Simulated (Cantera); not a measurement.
**Hydrogen reduction and annealing atmospheres: FeS + H₂ + N₂**

A closed system holds: 1 mol FeS, 1100 mol H₂, 5.4 mol N₂, equilibrated at 3.90 bar.

These are equilibrium values from Cantera (NASA tables, ideal gas, pure condensed phases), not measurements of a reactor. Candidate condensed phases: Fe, FeS, FeS₂, S; 16 gas species. Rates play no part.

From 1073 K to 1173 K the condensed part is Fe(α). From 1223 K to 1523 K the condensed part is Fe(γ).

```json
[
 {"T (K)": "1073", "log p H₂": "0.59", "log p N₂": "-1.72", "log p H₂S": "-2.45", "log p NH₃": "-3.41", "log p H": "-7.56", "log p SH": "-7.38", "n Fe(α)": "1.00", "n Fe(γ)": "0"},
 {"T (K)": "1123", "log p H₂": "0.59", "log p N₂": "-1.72", "log p H₂S": "-2.45", "log p NH₃": "-3.53", "log p H": "-7.08", "log p SH": "-7.02", "n Fe(α)": "1.00", "n Fe(γ)": "0"},
 {"T (K)": "1173", "log p H₂": "0.59", "log p N₂": "-1.72", "log p H₂S": "-2.45", "log p NH₃": "-3.64", "log p H": "-6.63", "log p SH": "-6.70", "n Fe(α)": "1.00", "n Fe(γ)": "0"},
 {"T (K)": "1223", "log p H₂": "0.59", "log p N₂": "-1.72", "log p H₂S": "-2.45", "log p NH₃": "-3.74", "log p H": "-6.23", "log p SH": "-6.40", "n Fe(α)": "0", "n Fe(γ)": "1.00"},
 {"T (K)": "1273", "log p H₂": "0.59", "log p N₂": "-1.72", "log p H₂S": "-2.45", "log p NH₃": "-3.84", "log p H": "-5.85", "log p SH": "-6.12", "n Fe(α)": "0", "n Fe(γ)": "1.00"},
 {"T (K)": "1323", "log p H₂": "0.59", "log p N₂": "-1.72", "log p H₂S": "-2.45", "log p NH₃": "-3.92", "log p H": "-5.51", "log p SH": "-5.87", "n Fe(α)": "0", "n Fe(γ)": "1.000"},
 {"T (K)": "1373", "log p H₂": "0.59", "log p N₂": "-1.72", "log p H₂S": "-2.45", "log p NH₃": "-4.00", "log p H": "-5.18", "log p SH": "-5.63", "n Fe(α)": "0", "n Fe(γ)": "1.000"},
 {"T (K)": "1423", "log p H₂": "0.59", "log p N₂": "-1.72", "log p H₂S": "-2.45", "log p NH₃": "-4.08", "log p H": "-4.88", "log p SH": "-5.41", "n Fe(α)": "0", "n Fe(γ)": "1.000"},
 {"T (K)": "1473", "log p H₂": "0.59", "log p N₂": "-1.72", "log p H₂S": "-2.45", "log p NH₃": "-4.15", "log p H": "-4.60", "log p SH": "-5.20", "n Fe(α)": "0", "n Fe(γ)": "1.000"},
 {"T (K)": "1523", "log p H₂": "0.59", "log p N₂": "-1.72", "log p H₂S": "-2.45", "log p NH₃": "-4.22", "log p H": "-4.34", "log p SH": "-5.01", "n Fe(α)": "0", "n Fe(γ)": "1.000"}
]
```
log p: log10 of the partial pressure in bar; n: condensed amount in mol.
